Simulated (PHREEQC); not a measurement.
Make-up at 25 °C: 0.84 mol/kgw H2SO4, 0.02 mol/kgw K2SO4 and 1.5 mol/kgw LiCl. Closed to the air; pH follows from the charge balance.

The numbers come from PHREEQC with the ion-association model with the Davies equation for every ion, phreeqc.dat.

The pH is 0.00, the ionic strength is 2.37 mol/kgw and the activity of water comes out as 0.920. The total alkalinity is -1680 meq/kg.

| species | molality | activity | log γ |
|---|---|---|---|
| Cl- | 1.50 | 1.70 | 0.054 |
| Li+ | 1.44 | 1.63 | 0.054 |
| H+ | 0.886 | 1.00 | 0.054 |
| HSO4- | 0.794 | 0.898 | 0.054 |
| LiSO4- | 0.0580 | 0.0656 | 0.054 |
| K+ | 0.0376 | 0.0425 | 0.054 |
| SO4-2 | 0.00562 | 0.00922 | 0.214 |

This is a speciation only: nothing precipitates in the calculation. Ionic strength above about 0.7 mol/kgw puts this run outside the model's range. Complexes and solids missing from the database can't appear.
